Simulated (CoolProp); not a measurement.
Cyclopropane along the isotherm 473 K: density (kg/m³) from the reference equation and from simpler models built on Tc = 398.7 K, pc = 5.605 MPa, ω = 0.131; each cubic takes its own stable root.

Model: reference Helmholtz-energy equation of state, Polt 1992, in CoolProp. This equation is an older, rougher fit; its heat capacities, sound speeds and derivatives of the liquid may be far off and weren't checked against measurements.

| p (MPa) | phase | reference |
|---|---|---|
| 1.75 | gas | 20.06 |
| 3.5 | gas | 43.31 |
| 5.25 | gas | 70.82 |
| 7 | supercritical | 104.2 |
| 8.75 | supercritical | 145.4 |
| 10.5 | supercritical | 194.9 |
| 12.2 | supercritical | 244.7 |
| 14 | supercritical | 289.6 |
| 15.8 | supercritical | 324.0 |
| 17.5 | supercritical | 349.0 |
| 19.2 | supercritical | 369.1 |
| 21 | supercritical | 386.7 |
| 22.8 | supercritical | 401.5 |
| 24.5 | supercritical | 413.6 |
| 26.2 | supercritical | 424.3 |
| 28 | supercritical | 434.5 |

How far does each simpler model (ideal gas, Redlich-Kwong, Soave-Redlich-Kwong, Peng-Robinson) lie from the reference over these 16 states: mean and median of the absolute difference, and the worst?


- ideal gas: mean 35.2 %, median 37.9 %, worst -48.3 % at 473 K and 14 MPa
- Redlich-Kwong: mean 3.7 %, median 5.3 %, worst -6.5 % at 473 K and 19.2 MPa
- Soave-Redlich-Kwong: mean 7.1 %, median 8.6 %, worst -11.2 % at 473 K and 15.8 MPa
- Peng-Robinson: mean 1.9 %, median 1.5 %, worst -4.6 % at 473 K and 14 MPa
